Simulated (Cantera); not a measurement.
**Thermodynamics of silicon epitaxy and polysilicon growth, feed SiH2Cl2 + N2**

Input: 1 mol SiH2Cl2, 6.4 mol N2, equilibrated at 89.0 mbar.

These are equilibrium values from Cantera (NASA tables, ideal gas, pure condensed phases), not measurements of a reactor. Candidate condensed phases: NH4Cl, Si, Si3N4; 28 gas species. N2 is the only nitrogen source here; it is nearly inert below about 1500 K, so the nitride shown seldom forms there in practice. The tables' values for SiCl3 are old estimates; treat these amounts as uncertain. Rates play no part.

From 852 °C to 1352 °C the condensed part is Si3N4(s). The main Si-bearing gas is SiCl4 at 852 °C and SiCl2 at 1352 °C. The share of Si in condensed phases is highest at 1002 °C (81.3 %) and lowest at 1352 °C (59.6 %).

```
T (°C)   x N2  x HCl    x H2   x SiCl2  x SiCl4  n Si3N4(s)
------  -----  -----  ------  --------  -------  ----------
852     0.765  0.159  0.0510   1.12e-5   0.0253       0.268
902     0.764  0.161  0.0497   3.94e-5   0.0245       0.269
952     0.764  0.163  0.0485  0.000125   0.0236       0.270
1002    0.763  0.165  0.0476  0.000357   0.0227       0.271
1052    0.762  0.166  0.0469  0.000935   0.0214       0.270
1102    0.762  0.166  0.0466   0.00224   0.0197       0.268
1152    0.761  0.165  0.0468   0.00492   0.0172       0.263
1202    0.760  0.162  0.0477   0.00978   0.0140       0.254
1252    0.758  0.156  0.0498    0.0175   0.0102       0.240
1302    0.757  0.147  0.0534    0.0277  0.00647       0.221
1352    0.756  0.135  0.0583    0.0392  0.00358       0.199
```
x: gas mole fraction; n: condensed amount in mol.
